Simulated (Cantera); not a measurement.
Mixture: CH₄ : C₂H₆ : C₃H₈ : O₂ : N₂ = 1 : 0.21 : 0.034 : 1.94 : 7.28 (molar parts), at 3.06 atm, adiabatic and at constant pressure. Ignition delay is the time to a rise of 400 K.

Computed with Cantera and GRI-Mech 3.0 (53 species, 325 reactions).

**Question.** What does this change do: pressure from 3.06 atm to 8.39 atm?

**Answer.** 
| quantity | before | after |
|---|---|---|
| delay at 1225 K | 1.01 ms | 0.510 ms |
| delay at 1275 K | 0.563 ms | 0.284 ms |
| delay at 1325 K | 0.333 ms | 0.167 ms |
| delay at 1375 K | 0.206 ms | 0.103 ms |
| delay at 1425 K | 0.132 ms | 66.3 µs |
| delay at 1475 K | 86.9 µs | 43.7 µs |
| delay at 1525 K | 58.7 µs | 29.5 µs |
| apparent activation energy between 1425 and 1525 K | 150 kJ/mol | 150 kJ/mol |

**Question.** What does this change do: pressure from 3.06 atm to 1.00 atm?

**Answer.** 
| quantity | before | after |
|---|---|---|
| delay at 1225 K | 1.01 ms | 2.09 ms |
| delay at 1275 K | 0.563 ms | 1.17 ms |
| delay at 1325 K | 0.333 ms | 0.699 ms |
| delay at 1375 K | 0.206 ms | 0.434 ms |
| delay at 1425 K | 0.132 ms | 0.279 ms |
| delay at 1475 K | 86.9 µs | 0.185 ms |
| delay at 1525 K | 58.7 µs | 0.126 ms |
| apparent activation energy between 1425 and 1525 K | 150 kJ/mol | 140 kJ/mol |

**Question.** What does this change do: pressure from 3.06 atm to 16.8 atm?

**Answer.** 
```
quantity                                                before       after
--------------------------------------------------  ----------  ----------
delay at 1225 K                                        1.01 ms    0.319 ms
delay at 1275 K                                       0.563 ms    0.176 ms
delay at 1325 K                                       0.333 ms    0.103 ms
delay at 1375 K                                       0.206 ms     63.6 µs
delay at 1425 K                                       0.132 ms     40.7 µs
delay at 1475 K                                        86.9 µs     26.9 µs
delay at 1525 K                                        58.7 µs     18.2 µs
apparent activation energy between 1425 and 1525 K  150 kJ/mol  150 kJ/mol
```
The pressure lies above the range GRI-Mech 3.0 was tuned for (to about 10 atm).
